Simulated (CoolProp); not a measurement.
The fluid at 293.15 K and 0.635 MPa expands adiabatically to 0.134 MPa with isentropic efficiency 0.85. The same conditions are run with several fluids, on thermodynamics alone (safety and materials aside).

Computed with CoolProp (reference Helmholtz-energy equation of state of each fluid (propane: Lemmon 2009; CF4 (R14): Platzer 1990; dry air: Lemmon 2000; carbonyl sulfide: Lemmon 2006; hydrogen chloride: Thol 2018)). The equations of Platzer and Polt are older, rougher fits. Blends and air are pseudo-pure fits.

### Question
Rank propane, CF4 (R14), dry air, carbonyl sulfide, hydrogen chloride by work (kJ/kg), highest first.

### Answer
dry air (89.4), hydrogen chloride (68.7), propane (60.8), carbonyl sulfide (43.3), CF4 (R14) (32.1)

| fluid | final temperature (K) | final phase | final density (kg/m³) |
|---|---|---|---|
| propane | 244.0 | gas | 3.04 |
| CF4 (R14) | 240.7 | gas | 5.95 |
| dry air | 203.1 | gas | 2.30 |
| carbonyl sulfide | 229.2 | two-phase, vapour fraction 0.975 | 4.49 |
| hydrogen chloride | 202.5 | gas | 2.99 |
